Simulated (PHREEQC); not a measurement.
**Alkaline etch or developer: an equilibrium model**

Make-up at 25 °C: 11 mmol/kgw NH3. Closed to the air; pH follows from the charge balance.

Model: ion-association model, phreeqc.dat, run in PHREEQC.

Each row changes one thing in this solution. Precipitation was switched off in this run.

| case | pH | ionic strength (mol/kgw) | NH3 (mol/kgw) | NH4+ (mol/kgw) |
|---|---|---|---|---|
| as made | 10.63 | 0.000444 | 0.0106 | 0.000444 |
| diluted 10-fold with water | 10.11 | 0.000133 | 0.000967 | 0.000133 |
| 0.0034 mol/kgw MnSO4 added | 10.30 | 0.0111 | 0.00998 | 0.000996 |
| diluted 100-fold with water | 9.55 | 3.64e-5 | 7.36e-5 | 3.64e-5 |
| NH3 from 0.011 to 0.11 mol/kgw | 11.14 | 0.00145 | 0.109 | 0.00145 |
| diluted 5-fold with water | 10.27 | … | 0.00201 | … |
| NH3 replaced by NH4Br at the same molality | 5.65 | 0.0110 | 2.47e-6 | 0.0110 |
| 0.0011 mol/kgw KOH added | 11.08 | … | 0.0108 | 0.000165 |
| NH3 from 0.011 to 0.0165 mol/kgw | 10.72 | 0.000547 | 0.0159 | 0.000547 |

Task: What belongs in the gaps?

Result: 
- diluted 5-fold with water, ionic strength (mol/kgw): 0.000192
- diluted 5-fold with water, NH4+ (mol/kgw): 0.000192
- 0.0011 mol/kgw KOH added, ionic strength (mol/kgw): 0.00127

Species that the database lacks are ignored. Some of these states are supersaturated (in Pyrochroite, for instance).
